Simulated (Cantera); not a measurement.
A perfectly stirred reactor is fed with CH₄ : C₂H₆ : O₂ : N₂ = 1 : 0.039 : 1.42 : 5.36 (molar parts), at 7.90 bar; it is adiabatic with a 325 K inlet, and is followed from long to short residence time, starting on the burning branch (τ in s: 0.37, 0.13, 0.043, 0.015, 0.005, 0.0017, 0.00058, 0.0002, 6.7e-05, 2.3e-05, 7.8e-06).

Detailed kinetics in Cantera: GRI-Mech 3.0 (53 species, 325 reactions).

Question: What does this change do: inlet temperature 325 to 575 K?

Answer: 
```csv
quantity,before,after
"blow-out, bracketed by the residence times tried","burning at 0.580 ms, out at 0.200 ms","burning at 0.200 ms, out at 67.0 µs"
x(CH₄) at τ = 0.370 s,0.00114,0.000116
x(C₂H₆) at τ = 0.370 s,1.87e-7,7.44e-9
x(O₂) at τ = 0.370 s,3.83e-5,1.02e-5
x(N₂O) at τ = 0.370 s,7.38e-10,2.37e-9
x(NO) at τ = 0.370 s,7.05e-6,2.59e-5
x(CH₄) at τ = 1.70 ms,0.00976,0.00425
x(C₂H₆) at τ = 1.70 ms,5.27e-5,7.39e-6
x(O₂) at τ = 1.70 ms,0.00455,0.00154
x(N₂O) at τ = 1.70 ms,1.49e-8,1.36e-8
x(NO) at τ = 1.70 ms,2.33e-6,3.39e-5
```

Question: What does this change do: 0.11 parts H2O added?

Answer: 
```tsv
quantity	before	after
blow-out, bracketed by the residence times tried	burning at 0.580 ms, out at 0.200 ms	burning at 0.580 ms, out at 0.200 ms
x(CH₄) at τ = 0.370 s	0.00114	0.00138
x(C₂H₆) at τ = 0.370 s	1.87e-7	2.56e-7
x(O₂) at τ = 0.370 s	3.83e-5	4.42e-5
x(N₂O) at τ = 0.370 s	7.38e-10	5.63e-10
x(NO) at τ = 0.370 s	7.05e-6	5.19e-6
x(CH₄) at τ = 1.70 ms	0.00976	0.0105
x(C₂H₆) at τ = 1.70 ms	5.27e-5	6.44e-5
x(O₂) at τ = 1.70 ms	0.00455	0.00515
x(N₂O) at τ = 1.70 ms	1.49e-8	1.68e-8
x(NO) at τ = 1.70 ms	2.33e-6	1.57e-6
```
